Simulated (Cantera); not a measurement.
Ignition delay

Mixture: CH3OH : O2 : N2 : H2O = 1 : 3.33 : 12.7 : 0.82 (molar parts), equivalence ratio 0.45, at 5.00 bar, adiabatic and at constant volume. Ignition delay is the time to a rise of 400 K.

Cantera simulation using GRI-Mech 3.0 (53 species, 325 reactions); the numbers are that mechanism's predictions, not measurements. GRI-Mech 3.0 was tuned for natural gas; its chemistry of methanol as a main component is partial and can be far from experiment.

| T0 (K) | delay (ms) |
|---|---|
| 1248 | 1.21 |
| 1298 | 0.580 |
| 1348 | 0.297 |
| 1398 | 0.162 |
| 1448 | 0.0932 |
| 1498 | 0.0565 |

The apparent activation energy between 1398 and 1498 K is 180 kJ/mol.
